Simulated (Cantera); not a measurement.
Cantera run, input and output.

```python
import numpy as np
import cantera as ct

gas = ct.Solution("gri30.yaml")
gas.TPX = 1275, 100000, {'CH4': 1, 'O2': 1.54, 'N2': 4.77, 'CO2': 1.8}
reactor = ct.IdealGasReactor(gas, energy="on", clone=False)
net = ct.ReactorNet([reactor])
net.rtol, net.atol = 1e-08, 1e-16
show = ['CH4', 'O2', 'CO2', 'HO2', 'H2O2', 'HCO']
times = np.geomspace(8e-06, 7, 10)

steps = ct.SolutionArray(gas, extra=["t"])
rows = []
print(f"{'t/s':>10s}{'T/K':>9s}{'P/Pa':>11s}" + "".join(f"{s:>11s}" for s in show))
for t in times:
    while net.time < t:
        t_next = net.step()
        steps.append(gas.state, t=t_next)
    rows.append([np.interp(t, steps.t, y) for y in (steps.T, steps.P, *steps(*show).X.T)])
    print(f"{t:10.3e}{rows[-1][0]:9.1f}{rows[-1][1]:11.4g}" + "".join(f"{x:11.3e}" for x in rows[-1][2:]))
rate = np.gradient(steps.T, steps.t)
print("integrator steps:", len(steps.t))
if steps.T.max() > steps.T[0] + 200:
    print(f"time of steepest temperature rise: {steps.t[rate.argmax()]:.4e} s")
gas.TPX = 1275, 100000, {'CH4': 1, 'O2': 1.54, 'N2': 4.77, 'CO2': 1.8}
gas.equilibrate("UV")
print(f"equilibrium (UV): T = {gas.T:.1f} K  " + "  ".join(f"{s} {gas[s].X[0]:.3e}" for s in show))
```

Output:

```
       t/s      T/K       P/Pa        CH4         O2        CO2        HO2       H2O2        HCO
 8.000e-06   1275.0      1e+05  1.098e-01  1.690e-01  1.976e-01  2.567e-08  1.402e-10  1.891e-16
 3.659e-05   1275.0      1e+05  1.098e-01  1.690e-01  1.976e-01  1.148e-07  2.499e-09  4.299e-15
 1.673e-04   1275.0      1e+05  1.098e-01  1.690e-01  1.976e-01  4.709e-07  2.797e-08  1.174e-13
 7.652e-04   1275.0      1e+05  1.098e-01  1.690e-01  1.976e-01  1.120e-06  9.868e-08  7.188e-12
 3.499e-03   1275.7  1.001e+05  1.096e-01  1.689e-01  1.976e-01  1.656e-06  1.526e-07  2.657e-10
 1.600e-02   1294.0  1.015e+05  1.061e-01  1.666e-01  1.975e-01  1.276e-05  1.773e-06  1.138e-08
 7.319e-02   2626.8  2.203e+05  1.798e-14  7.283e-03  1.849e-01  2.589e-06  2.117e-07  9.680e-08
 3.347e-01   2626.8  2.203e+05  1.798e-14  7.283e-03  1.849e-01  2.589e-06  2.117e-07  9.680e-08
 1.531e+00   2626.8  2.203e+05  1.798e-14  7.283e-03  1.849e-01  2.589e-06  2.117e-07  9.680e-08
 7.000e+00   2626.8  2.203e+05  1.798e-14  7.283e-03  1.849e-01  2.589e-06  2.117e-07  9.680e-08
integrator steps: 2342
time of steepest temperature rise: 2.1891e-02 s
equilibrium (UV): T = 2626.8 K  CH4 2.228e-14  O2 7.283e-03  CO2 1.849e-01  HO2 2.589e-06  H2O2 2.117e-07  HCO 9.680e-08
```

Computed with Cantera and GRI-Mech 3.0 (53 species, 325 reactions).
